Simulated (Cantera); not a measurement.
What does this Cantera script print?

```python
import numpy as np
import cantera as ct

gas_names = """
    CH3 C2H4
""".split()
cond_names = """
    TiC(s) TiC(L) Ti(a) Ti(b) Ti(L)
""".split()


# ... load() reads the species with a 1 bar reference pressure and builds the phases ...
species = {s.name: s for s in load("nasa_gas.yaml", gas_names) + load("nasa_condensed.yaml", cond_names)}
# Each term lists the table entries of one substance; the one whose range holds T is used.
reactions = {
    '4 CH3(g) + 2 TiC = 3 C2H4(g) + 2 Ti':
        [(-4, ['CH3']), (-2, ['TiC(s)', 'TiC(L)']), (3, ['C2H4']), (2, ['Ti(a)', 'Ti(b)', 'Ti(L)'])],
}


def pick(names, T):
    return next(species[n] for n in names if species[n].thermo.min_temp <= T <= species[n].thermo.max_temp)


results = []
for label, terms in reactions.items():
    print(label)
    print("     T/K   dH/kJ  dS/(J/K)   dG/kJ   log10 K")
    for T in [2025, 2125, 2225, 2325, 2425, 2525, 2625, 2725]:
        used = [(nu, pick(names, T)) for nu, names in terms]
        dH = sum(nu * s.thermo.h(T) for nu, s in used) / 1e6
        dS = sum(nu * s.thermo.s(T) for nu, s in used) / 1e3
        dG = dH - T * dS / 1e3
        logK = -dG * 1e6 / (ct.gas_constant * T * np.log(10))
        results.append((label, T, dH, dS, dG, logK, [s.name for _, s in used]))
        print(f"{T:8g} {dH:8.1f} {dS:8.1f} {dG:8.1f} {logK:8.2f}")
```

Result:

```
4 CH3(g) + 2 TiC = 3 C2H4(g) + 2 Ti
     T/K   dH/kJ  dS/(J/K)   dG/kJ   log10 K
    2025    -18.7    -98.0    179.7    -4.64
    2125    -15.0    -96.2    189.4    -4.66
    2225    -11.6    -94.6    199.0    -4.67
    2325     -8.2    -93.2    208.4    -4.68
    2425     -5.1    -91.8    217.6    -4.69
    2525     -2.1    -90.6    226.8    -4.69
    2625      0.6    -89.6    235.8    -4.69
    2725      3.2    -88.6    244.7    -4.69
```

Standard-state values (1 bar) from the NASA 1993 polynomials, evaluated with Cantera. TiC: taken at fixed stoichiometry. Condensed species are held in their standard states even where they would react or evaporate.
